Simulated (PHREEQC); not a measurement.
A solution holds 20 mmol/kgw FeSO4, 6.9 mmol/kgw CaCl2 and 0.34 mmol/kgw NaHCO3, at 2.5 °C. Closed to the air; pH follows from the charge balance.

Equilibrium calculation in PHREEQC: ion-association model, phreeqc.dat.

Each row changes one thing in this solution. This is a speciation only: nothing precipitates in the calculation.

```csv
case,pH,ionic strength (mol/kgw),SO4-2 (mol/kgw),Ca+2 (mol/kgw),CaSO4 (mol/kgw),HSO4- (mol/kgw),SI of Gypsum (CaSO4:2H2O)
as made,7.34,0.0755,0.0138,0.00505,0.00185,2.05e-8,-0.29
FeSO4 replaced by H2SO4 at the same molality,1.58,0.0561,…,…,0.00153,0.00870,-0.37
NaHCO3 from 0.00034 to 0.00051 mol/kgw,7.37,0.0756,0.0138,0.00505,0.00185,1.90e-8,-0.29
NaHCO3 from 0.00034 to 6.8e-05 mol/kgw,7.12,0.0754,0.0137,0.00505,0.00185,…,-0.29
CaCl2 from 0.0069 to 0.00138 mol/kgw,7.34,0.0624,0.0146,0.000963,0.000416,2.27e-8,-0.94
FeSO4 from 0.02 to 0.2 mol/kgw,6.87,…,0.116,0.00360,0.00330,2.89e-7,-0.00
NaHCO3 left out,6.29,0.0754,0.0137,0.00505,0.00185,2.29e-7,-0.29
FeSO4 from 0.02 to 0.1 mol/kgw,7.02,…,0.0614,0.00400,0.00290,1.33e-7,-0.08
```

### Question
Complete the blanks.

### Answer

- FeSO4 replaced by H2SO4 at the same molality, SO4-2 (mol/kgw): 0.00951
- FeSO4 replaced by H2SO4 at the same molality, Ca+2 (mol/kgw): 0.00512
- NaHCO3 from 0.00034 to 6.8e-05 mol/kgw, HSO4- (mol/kgw): 3.37e-8
- FeSO4 from 0.02 to 0.2 mol/kgw, ionic strength (mol/kgw): 0.485
- FeSO4 from 0.02 to 0.1 mol/kgw, ionic strength (mol/kgw): 0.265

Species that the database lacks are ignored. Some of these states are supersaturated (in Siderite, for instance). At this temperature some constants are extrapolated from 25 °C, and those without enthalpy data are left unchanged.
